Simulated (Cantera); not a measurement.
An isothermal plug-flow reactor at 750 K and 2.00 bar (inlet), inlet velocity 0.067 m/s, active area per volume 3300 1/m; feed CH₄ : O₂ : N₂ = 0.0066 : 0.11 : 1.2 (molar parts).

Cantera simulation using Deutschmann's 1995 Pt surface mechanism with GRI-Mech 3.0 gas chemistry; the numbers are that mechanism's predictions, not measurements. Catalytic surfaces can have several steady states; this one follows from the mechanism file's or the stated starting coverage. Mass transfer to the wall is taken as infinitely fast.

Predict: x(CH₄) at z = 0.093 m; x(O₂) at z = 0.093 m; x(H₂O) at z = 0.093 m; x(CO₂) at z = 0.093 m; x(CO) at z = 0.093 m; θ(free Pt) at the exit; θ(O*) at the exit; θ(OH*) at the exit.

x(CH₄) at z = 0.093 m: 0.00253
x(O₂) at z = 0.093 m: 0.0786
x(H₂O) at z = 0.093 m: 0.00495
x(CO₂) at z = 0.093 m: 0.00248
x(CO) at z = 0.093 m: 2.09e-7
θ(free Pt) at the exit: 0.0147
θ(O*) at the exit: 0.984
θ(OH*) at the exit: 0.00170
